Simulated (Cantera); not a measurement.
A closed system holds: 1 mol CF4, 1.3 mol F2, equilibrated at 1050 °C and 13.5 Torr.

Equilibrium computed with Cantera from the NASA thermochemical tables; the gas is ideal and each condensed phase is pure. Candidate condensed phases: C; 13 gas species. Gases not in the tables: C2F6 and larger saturated fluorocarbons. The numbers say what is thermodynamically allowed, not how fast it happens.

Base state: F 0.713, CF4 0.280, F2 0.00736 (mole fractions); condensed: gas only.

### Question
What changes in the equilibrium state with this change: temperature from 1050 °C to 450 °C?

### Answer
| species | before | after |
|---|---|---|
| F2 | 0.00736 | 0.555 |
| CF4 | 0.280 | 0.432 |
| F | 0.713 | 0.0125 |
Condensed phases not in the tables: fluorocarbon polymer.

### Question
What changes in the equilibrium state with this change: F2 from 1.3 to 0.021 mol?

### Answer
```json
[
 {"species": "CF4", "before": "0.280", "after": "0.960"},
 {"species": "F", "before": "0.713", "after": "0.0403"},
 {"species": "F2", "before": "0.00736", "after": "2.35e-5"}
]
```

### Question
What changes in the equilibrium state with this change: F2 from 1.3 to 0.049 mol?

### Answer
```csv
species,before,after
CF4,0.280,0.911
F,0.713,0.0890
F2,0.00736,0.000115
```
